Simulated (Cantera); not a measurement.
A perfectly stirred reactor is fed with CH4 : H2 : O2 : N2 = 1 : 1.1 : 2.74 : 10.3 (molar parts), equivalence ratio 0.93, at 1.01 bar; it is adiabatic with a 375 K inlet, and is followed from long to short residence time, starting on the burning branch (τ in s: 0.022, 0.013, 0.0073, 0.0042, 0.0025, 0.0014, 0.00083, 0.00048, 0.00028, 0.00016, 9.4e-05, 5.5e-05, 3.2e-05).

Cantera simulation using GRI-Mech 3.0 (53 species, 325 reactions); the numbers are that mechanism's predictions, not measurements.

x: mole fraction; the columns are a selection and need not sum to one.

```
τ (s)    T (K)     x CH4     x H2    x O2       x H    x HO2
-------  -----  --------  -------  ------  --------  -------
0.022     2216   7.38e-6  0.00421  0.0165  0.000825  1.80e-6
0.013     2199   1.09e-5  0.00496  0.0174   0.00109  2.07e-6
0.0073    2174       ___      ___  0.0185       ___      ___
0.0042    2143   2.40e-5  0.00736  0.0199   0.00221  3.15e-6
0.0025    2108   3.46e-5  0.00880  0.0213   0.00308  4.00e-6
0.0014    2063   5.28e-5   0.0106  0.0231   0.00441  5.27e-6
0.00083   2017   7.87e-5   0.0124  0.0249   0.00597  6.77e-6
0.00048   1964  0.000123   0.0143  0.0270   0.00797  8.74e-6
0.00028   1907  0.000198   0.0162  0.0294    0.0102  1.12e-5
0.00016   1844  0.000340   0.0181  0.0323    0.0126  1.45e-5
9.4e-5    1780       ___      ___     ___    0.0145      ___
5.5e-5    1708   0.00124   0.0227  0.0421    0.0150  2.69e-5
3.2e-5     375    0.0661   0.0727   0.181    <1e-12   <1e-12
```

What belongs in the gaps?


- 0.0073, x CH4: 1.64e-5
- 0.0073, x H2: 0.00605
- 0.0073, x H: 0.00155
- 0.0073, x HO2: 2.51e-6
- 9.4e-5, x CH4: 0.000610
- 9.4e-5, x H2: 0.0200
- 9.4e-5, x O2: 0.0361
- 9.4e-5, x HO2: 1.89e-5
